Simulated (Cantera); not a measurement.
Feed: 1 mol B, 0.21 mol O2, 0.44 mol H2, held at 150 Torr.

Cantera equilibrium calculation (NASA polynomials, part measured and part estimated; ideal gas, pure solids and liquids). Candidate condensed phases: B, B2O3, B3O3H3, H2O; 23 gas species. Mutual solubility and eutectic melting of coexisting phases are not modelled. The tables' values for BH2 are old estimates; treat these amounts as uncertain. Kinetics and transport are ignored.

log p: log10 of the partial pressure in bar; n: condensed amount in mol.

```tsv
T (K)	log p H2	log p HBO	log p B2O2	log p B2O3	log p BO	log p HBO2	n B(s)	n B2O3(l)
1248	-0.70	-4.23	-6.54	-7.38	-8.61	___	0.719	0.139
1348	-0.70	-3.60	-5.42	-6.18	-7.36	___	0.718	0.138
1448	-0.70	-3.05	-4.46	-5.14	-6.29	___	0.718	0.138
1548	-0.71	-2.58	-3.64	-4.25	-5.35	___	0.716	0.136
1648	-0.72	-2.18	-2.92	-3.47	-4.54	___	0.712	0.131
1748	-0.75	-1.83	-2.28	-2.79	-3.82	___	0.699	0.114
1848	-0.84	-1.55	-1.72	-2.18	-3.18	-2.88	0.659	0.0568
1948	-0.92	-1.44	-1.49	-2.05	-2.74	-2.85	0.612	0
```

Problem. What belongs in the gaps?

Solution. 
- 1248, log p HBO2: -6.14
- 1348, log p HBO2: -5.37
- 1448, log p HBO2: -4.70
- 1548, log p HBO2: -4.14
- 1648, log p HBO2: -3.65
- 1748, log p HBO2: -3.22
